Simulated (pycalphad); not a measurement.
An equivalent pycalphad script:

```python
from pycalphad import Database, equilibrium, calculate, variables as v
import numpy as np
db = Database('COST507.tdb')
comps = ['AL', 'MN', 'FE', 'SI', 'VA']
phases = ['AL11MN4', 'AL12MN', 'AL13FE4', 'AL2FE', 'AL4MN', 'AL5FE2', 'AL5FE4', 'AL6MN', 'AL8MN5_D810', 'ALFESI_ALPHA', 'ALFESI_BETA', 'ALFESI_DELTA', 'ALFESI_GAMMA', 'ALFESI_TAU1', 'ALFESI_TAU3', 'ALMNSI_ALPHA', 'ALMNSI_BETA', 'ALMNSI_DELTA', 'BCC_B2', 'CBCC_A12', 'CUB_A13', 'DIAMOND_A4', 'FCC_A1', 'FE2SI', 'FE5SI3', 'FESI', 'FESI2_H', 'FESI2_L', 'HCP_A3', 'LIQUID', 'MN11SI19', 'MN3SI', 'MN5SI3', 'MN6SI', 'MN9SI2', 'MNSI']
eq = equilibrium(db, comps, phases, {v.X('MN'): 0.0368, v.X('FE'): 0.048, v.X('SI'): 0.0392, v.T: np.arange(1850, 499, -75), v.P: 101325, v.N: 1}, output=['HM', 'SM'])
```

CALPHAD calculation (pycalphad, COST 507 light-alloy database (1999)), 1 atm. The database dates from 1999; later assessments differ in places, in temperatures and in the compounds included. Not assessed as a whole: an extrapolation from subsystems, which can miss ternary compounds. Phase fractions are per mole of atoms.

Results at three of the temperatures:

```
T = 1100.00 K, P = 101325 Pa, N = 1 mol of atoms
G = -58356 J/mol, H = 26724 J/mol, S = 77.35 J/(mol K)  (SER reference)
chemical potentials (J/mol): Al -51357, Mn -117826, Fe -137348, Si -62211
phase             fraction      x(Al)      x(Mn)      x(Fe)      x(Si)
LIQUID              0.8974     0.8892     0.0370     0.0301     0.0437
AL13FE4             0.1026     0.7606     0.0351     0.2043    4.8e-06
```

```
T = 725.00 K, P = 101325 Pa, N = 1 mol of atoms
G = -34943 J/mol, H = 782 J/mol, S = 49.28 J/(mol K)  (SER reference)
chemical potentials (J/mol): Al -26169, Mn -125722, Fe -133133, Si -25575
phase             fraction      x(Al)      x(Mn)      x(Fe)      x(Si)
FCC_A1              0.5136     0.9985   0.000103   1.11e-05     0.0014
ALFESI_ALPHA        0.2089     0.7224       none     0.1900     0.0876
ALMNSI_ALPHA        0.1741     0.7102     0.1739       none     0.1158
AL6MN               0.1034     0.8571     0.0626     0.0803       none
```

```
T = 500.00 K, P = 101325 Pa, N = 1 mol of atoms
G = -25010 J/mol, H = -5696 J/mol, S = 38.63 J/(mol K)  (SER reference)
chemical potentials (J/mol): Al -15579, Mn -126211, Fe -128861, Si -13607
phase             fraction      x(Al)      x(Mn)      x(Fe)      x(Si)
FCC_A1              0.4408     0.9999   2.52e-07   2.66e-08    6.4e-05
AL6MN               0.2664     0.8571     0.0612     0.0817       none
ALFESI_BETA         0.1749     0.7000       none     0.1500     0.1500
ALMNSI_ALPHA        0.1179     0.7164     0.1739       none     0.1097
```

Changes of the phase set, refined by bisection:

| T (°C) | phases above | phases below |
|---|---|---|
| 891.8 | liquid | AL13FE4 + liquid |
| 790.5 | AL13FE4 + liquid | AL13FE4 + ALMNSI_BETA + liquid |
| 722.8 | AL13FE4 + ALMNSI_BETA + liquid | AL13FE4 + ALMNSI_ALPHA + ALMNSI_BETA + liquid |
| 720.9 | AL13FE4 + ALMNSI_ALPHA + ALMNSI_BETA + liquid | AL13FE4 + ALMNSI_ALPHA + liquid |
| 669.3 | AL13FE4 + ALMNSI_ALPHA + liquid | AL13FE4 + AL6MN + ALMNSI_ALPHA + liquid |
| 627 ± 6 | AL13FE4 + AL6MN + ALMNSI_ALPHA + liquid | AL6MN + ALFESI_ALPHA + ALMNSI_ALPHA + fcc |
| 435 ± 6 | AL6MN + ALFESI_ALPHA + ALMNSI_ALPHA + fcc | AL6MN + ALFESI_BETA + ALMNSI_ALPHA + fcc |

Database names, with the compositions (at.%) that they take in these runs: AL13FE4: Al 76 Fe 20 Mn 4; ALMNSI_BETA: Al 67 Mn 23 Si 10; ALMNSI_ALPHA: Al 71 Mn 17 Si 11; ALFESI_ALPHA: Al 72 Fe 19 Si 8; AL6MN: Al 86 Fe 8 Mn 6; ALFESI_BETA: Al 70 Fe 15 Si 15. FCC_A1 is fcc. An entry "none" or "no" means that the model of the phase leaves that element out.
